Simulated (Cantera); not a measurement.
Cantera run, input and output.

```python
import numpy as np
import cantera as ct

gas = ct.Solution("h2o2.yaml")
gas.TPX = 1025, 3900, {'H2': 0.48, 'O2': 1, 'N2': 1.2}
inlet = ct.Reservoir(gas, clone=True)

reactor = ct.IdealGasConstPressureReactor(gas, energy="off", clone=False)
exhaust = ct.Reservoir(gas, clone=True)
tau = [1.3, 0.7, 0.36, 0.19, 0.099, 0.051, 0.027, 0.014, 0.0073, 0.0038][0]
for a, b in ((inlet, reactor), (reactor, exhaust)):
    ct.MassFlowController(a, b, mdot=lambda t: reactor.mass / tau)
net = ct.ReactorNet([reactor])
show = ['H2', 'O2', 'HO2', 'O', 'OH']

rows = []
print(f"{'tau/s':>10s}{'T/K':>9s}" + "".join(f"{s:>11s}" for s in show))
for tau in [1.3, 0.7, 0.36, 0.19, 0.099, 0.051, 0.027, 0.014, 0.0073, 0.0038]:
    net.initial_time = 0.0
    net.advance(30 * tau)
    before = gas.X
    net.advance(40 * tau)
    drift = np.max(np.abs(gas.X - before) / (gas.X + 1e-9))
    rows.append([gas.T, *gas[show].X, drift])
    print(f"{tau:10.3e}{gas.T:9.1f}" + "".join(f"{x:11.3e}" for x in gas[show].X))
```

Output:

```
     tau/s      T/K         H2         O2        HO2          O         OH
 1.300e+00   1025.0  7.314e-04  3.114e-01  8.240e-06  3.069e-04  3.450e-04
 7.000e-01   1025.0  1.070e-03  3.114e-01  9.916e-06  4.576e-04  4.317e-04
 3.600e-01   1025.0  1.597e-03  3.114e-01  1.174e-05  6.971e-04  5.527e-04
 1.900e-01   1025.0  2.329e-03  3.114e-01  1.343e-05  1.036e-03  7.050e-04
 9.900e-02   1025.0  3.399e-03  3.113e-01  1.500e-05  1.537e-03  9.081e-04
 5.100e-02   1025.0  4.964e-03  3.113e-01  1.636e-05  2.273e-03  1.178e-03
 2.700e-02   1025.0  7.107e-03  3.113e-01  1.738e-05  3.273e-03  1.510e-03
 1.400e-02   1025.0  1.026e-02  3.114e-01  1.807e-05  4.706e-03  1.940e-03
 7.300e-03   1025.0  1.472e-02  3.116e-01  1.832e-05  6.613e-03  2.452e-03
 3.800e-03   1025.0  2.106e-02  3.121e-01  1.809e-05  8.995e-03  3.024e-03
```

Cantera simulation using the H2/O2 subset of GRI-Mech 3.0, which has no nitrogen chemistry; the numbers are that mechanism's predictions, not measurements. Radical loss at walls, strong at low pressure, is not modelled. The temperature is held fixed by assumption; the heat of reaction is taken as removed at once.
